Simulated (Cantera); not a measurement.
Silicon etching in halogen gases: Si + Cl₂ + H₂

Feed: 1 mol Si, 3 mol Cl₂, a varied amount of H₂, at 948 K and 0.00133 bar.

Cantera equilibrium calculation (NASA polynomials, part measured and part estimated; ideal gas, pure solids and liquids). Candidate condensed phases: Si; 19 gas species. The tables' values for SiCl₃ are old estimates; treat these amounts as uncertain. The numbers say what is thermodynamically allowed, not how fast it happens.

| n(H₂) (mol) | x H₂ | x HCl | x SiCl₄ | x Cl₂ | x Cl | x SiHCl₃ | x SiCl₃ | x SiCl₂ |
|---|---|---|---|---|---|---|---|---|
| 0.15 | <1e-12 | 0.139 | 0.464 | 0.393 | 0.00294 | <1e-12 | 2.29e-9 | <1e-12 |
| 0.36 | 2.93e-12 | 0.305 | 0.423 | 0.270 | 0.00243 | <1e-12 | 2.52e-9 | <1e-12 |
| 0.88 | 7.72e-11 | 0.611 | 0.347 | 0.0412 | 0.000951 | <1e-12 | 5.29e-9 | <1e-12 |
| 2.1 | 0.268 | 0.489 | 0.243 | 7.61e-12 | 1.29e-8 | 0.000599 | 0.000272 | 1.03e-5 |
| 5.2 | 0.582 | 0.279 | 0.137 | 1.14e-12 | 5.01e-9 | 0.00129 | 0.000396 | 3.88e-5 |
| 13 | 0.798 | 0.136 | 0.0644 | <1e-12 | 2.08e-9 | 0.00170 | 0.000449 | 0.000106 |
| 31 | 0.906 | 0.0633 | 0.0278 | <1e-12 | 9.10e-10 | 0.00179 | 0.000443 | 0.000239 |
x: gas mole fraction; nothing condenses.

From 0.15 mol H₂ to 31 mol H₂ nothing is condensed. The main Si-bearing gas is SiCl₄ throughout.
